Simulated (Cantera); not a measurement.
## Equilibrium for thermal oxidation and active oxidation of silicon: Si + H2O + H2

Feed: 1 mol Si, 0.0025 mol H2O, 3.1 mol H2, held at 0.825 Torr.

Equilibrium computed with Cantera from the NASA thermochemical tables; the gas is ideal and each condensed phase is pure. Candidate condensed phases: H2O, Si, SiO2; 18 gas species. Mutual solubility and eutectic melting of coexisting phases are not modelled. Gases not in the tables: Si2H6 and higher silanes. Kinetics and transport are ignored.

```tsv
T (K)	log p H2	log p Si	log p H	log p SiH	log p Si2	n Si(s)	n SiO2(β-quartz)	n Si(l)
923	-2.96	<-14	-11.09	<-14	<-14	0.999	0.00125	0
1023	-2.96	<-14	-9.86	-14.95	<-14	0.999	0.00125	0
1123	-2.96	-13.19	-8.85	-13.27	<-14	0.999	0.00118	0
1223	-2.96	-11.49	-8.00	-11.86	<-14	0.998	0	0
1323	-2.96	-10.05	-7.28	-10.67	-13.57	0.997	0	0
1423	-2.96	-8.82	-6.66	-9.64	-11.96	0.997	0	0
1523	-2.96	-7.74	-6.12	-8.76	-10.57	0.997	0	0
1623	-2.96	-6.81	-5.64	-7.98	-9.35	0.997	0	0
1723	-2.96	-6.01	-5.22	-7.33	-8.33	0	0	0.994
1823	-2.97	-5.35	-4.85	-6.81	-7.54	0	0	0.984
1923	-2.98	-4.77	-4.52	-6.35	-6.84	0	0	0.946
2023	-3.01	-4.24	-4.23	-5.94	-6.21	0	0	0.814
2123	-3.09	-3.77	-3.99	-5.60	-5.63	0	0	0.363
2223	-3.16	-3.62	-3.78	-5.57	-5.68	0	0	0
```
log p: log10 of the partial pressure in bar; n: condensed amount in mol.

From 923 K to 1123 K the condensed part is Si(s) + SiO2(β-quartz). From 1223 K to 1623 K the condensed part is Si(s). From 1723 K to 2123 K the condensed part is Si(l). At 2223 K nothing is condensed. The main Si-bearing gas is SiO at 923 K and Si at 2223 K.
